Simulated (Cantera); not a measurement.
A perfectly stirred reactor is fed with C3H8 : O2 : N2 : H2O = 1 : 3.85 : 14.5 : 0.74 (molar parts), at 500000 Pa; it is adiabatic with a 475 K inlet, and is followed from long to short residence time, starting on the burning branch (τ in s: 0.072, 0.022, 0.0065, 0.002, 0.00059, 0.00018, 5.3e-05, 1.6e-05, 4.8e-06).

Detailed kinetics in Cantera: GRI-Mech 3.0 (53 species, 325 reactions). GRI-Mech 3.0 was tuned for natural gas; its chemistry of propane as a main component is partial and can be far from experiment.

x: mole fraction; the columns are a selection and need not sum to one.

```tsv
τ (s)	T (K)	x C3H8	x O2	x H2O	x CH2O	x NO2	x CH4	x C2H2
0.072	2185	1.42e-7	5.41e-5	0.177	6.69e-7	2.90e-9	2.08e-5	3.31e-5
0.022	2181	4.07e-7	0.000123	0.177	1.57e-6	4.83e-9	3.47e-5	6.24e-5
0.0065	2174	1.13e-6	0.000283	0.177	3.53e-6	8.06e-9	5.10e-5	0.000104
0.0020	2163	2.94e-6	0.000627	0.176	7.53e-6	1.26e-8	7.21e-5	0.000162
0.00059	2143	___	___	0.175	___	___	___	___
0.00018	2110	___	___	0.173	___	2.30e-8	___	___
5.3e-5	2018	9.64e-5	0.0112	0.171	0.000130	2.16e-8	0.000737	0.00131
1.6e-5	475	0.0498	0.192	0.0368	<1e-12	<1e-12	<1e-12	<1e-12
4.8e-6	475	0.0498	0.192	0.0368	<1e-12	<1e-12	<1e-12	<1e-12
```

Task: What belongs in the gaps?

Result: 
- 0.00059, x C3H8: 7.93e-6
- 0.00059, x O2: 0.00145
- 0.00059, x CH2O: 1.70e-5
- 0.00059, x NO2: 1.83e-8
- 0.00059, x CH4: 0.000115
- 0.00059, x C2H2: 0.000264
- 0.00018, x C3H8: 2.27e-5
- 0.00018, x O2: 0.00349
- 0.00018, x CH2O: 4.10e-5
- 0.00018, x CH4: 0.000226
- 0.00018, x C2H2: 0.000489
